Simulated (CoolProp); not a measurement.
n-decane along the isobar 101 kPa: Z from the reference equation and from simpler models built on Tc = 617.7 K, pc = 2101 kPa, ω = 0.488; each cubic takes its own stable root.

Computed with CoolProp (reference Helmholtz-energy equation of state, Lemmon 2006). It is a short technical equation, of lower accuracy than the large ones.

```json
[
 {"T (K)": "418.2", "phase": "liquid", "reference": "0.006561"},
 {"T (K)": "433.7", "phase": "liquid", "reference": "0.006467"},
 {"T (K)": "449.1", "phase": "gas", "reference": "0.9376"},
 {"T (K)": "464.5", "phase": "gas", "reference": "0.9458"},
 {"T (K)": "480", "phase": "gas", "reference": "0.9527"},
 {"T (K)": "495.4", "phase": "gas", "reference": "0.9584"},
 {"T (K)": "510.9", "phase": "gas", "reference": "0.9633"},
 {"T (K)": "526.3", "phase": "gas", "reference": "0.9674"}
]
```

Problem. How far does each simpler model (van der Waals, Redlich-Kwong, Soave-Redlich-Kwong, Peng-Robinson) lie from the reference over these 8 states: mean and median of the absolute difference, and the worst?

Solution. 
- van der Waals: mean 3680.0 %, median 2.4 %, worst +14843.6 % at 433.7 K and 101 kPa
- Redlich-Kwong: mean 3629.9 %, median 1.6 %, worst +14659.5 % at 433.7 K and 101 kPa
- Soave-Redlich-Kwong: mean 5.2 %, median 0.8 %, worst +18.8 % at 433.7 K and 101 kPa
- Peng-Robinson: mean 1.6 %, median 0.6 %, worst +5.2 % at 418.2 K and 101 kPa

At some of these states van der Waals, Redlich-Kwong gives the other phase, because its saturation line lies elsewhere.
